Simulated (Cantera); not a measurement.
What does this Cantera script print?

```python
import numpy as np
import cantera as ct

gas_names = """
    O2 H2O
""".split()
cond_names = """
    Li(L) LiH(L) LiOH(L) Li2O(s)
""".split()


def load(file, names, dense=False):
    # The tables refer to 1 bar. Condensed volumes are neglected.
    table = {s.name: s for s in ct.Species.list_from_file(file)}
    out = []
    for n in names:
        d = dict(table[n].input_data)
        d["thermo"] = dict(d["thermo"], **{"reference-pressure": 1e5})
        if dense:
            d["equation-of-state"] = {"model": "constant-volume", "density": "1e6 g/cm^3"}
        out.append(ct.Species.from_dict(d))
    return out


species = {s.name: s for s in load("nasa_gas.yaml", gas_names) + load("nasa_condensed.yaml", cond_names)}
T = 1525
g = {n: (s.thermo.h(T) - T * s.thermo.s(T)) / (ct.gas_constant * T * np.log(10)) for n, s in species.items()}
valid = cond_names  # the entries whose range holds T


def stable(la, lb):
    # potentials (over RT ln 10) of the two non-metals from log10 p(O2) and log10 p(H2O) in bar
    mu = {}
    mu["O"] = (g["O2"] + la) / 2
    mu["H"] = (g["H2O"] + lb - 1 * mu["O"]) / 2
    cost = {}
    for n in valid:
        c = species[n].composition
        cost[n] = (g[n] - sum(c.get(e, 0) * m for e, m in mu.items())) / c["Li"]
    return min(cost, key=cost.get)


results = []
for lb in [0, -1.6, -3.2, -4.8, -6.4, -8, -9.6, -11.2, -12.8, -14.4, -16]:
    row = [stable(la, lb) for la in [-29, -27.4, -25.8, -24.2, -22.6, -20.9, -19.3, -17.7, -16.1, -14.5, -12.9, -11.3, -9.7, -8.1, -6.4, -4.8, -3.2, -1.6, 0]]
    results.append(row)
    print(f"{lb:6.1f}  " + " ".join(f"{valid.index(n):x}" for n in row))
print("key: " + ", ".join(f"{i:x} {n}" for i, n in enumerate(valid)))
```

Output:

```
   0.0  1 1 1 1 1 1 3 3 3 3 3 3 3 3 3 3 3 3 3
  -1.6  1 1 1 1 1 3 3 3 3 3 3 3 3 3 3 3 3 3 3
  -3.2  1 1 1 1 3 3 3 3 3 3 3 3 3 3 3 3 3 3 3
  -4.8  1 1 1 3 3 3 3 3 3 3 3 3 3 3 3 3 3 3 3
  -6.4  1 1 3 3 3 3 3 3 3 3 3 3 3 3 3 3 3 3 3
  -8.0  0 0 3 3 3 3 3 3 3 3 3 3 3 3 3 3 3 3 3
  -9.6  0 0 3 3 3 3 3 3 3 3 3 3 3 3 3 3 3 3 3
 -11.2  0 0 3 3 3 3 3 3 3 3 3 3 3 3 3 3 3 3 3
 -12.8  0 0 3 3 3 3 3 3 3 3 3 3 3 3 3 3 3 3 3
 -14.4  0 0 3 3 3 3 3 3 3 3 3 3 3 3 3 3 3 3 3
 -16.0  0 0 3 3 3 3 3 3 3 3 3 3 3 3 3 3 3 3 3
key: 0 Li(L), 1 LiH(L), 2 LiOH(L), 3 Li2O(s)
```

Cantera with NASA thermochemical tables; ideal gases at 1 bar, condensed phases pure. Not in the tables: the peroxide. Part of the grid cannot be reached: there another gas would pass 10 bar, or a non-metal would condense.
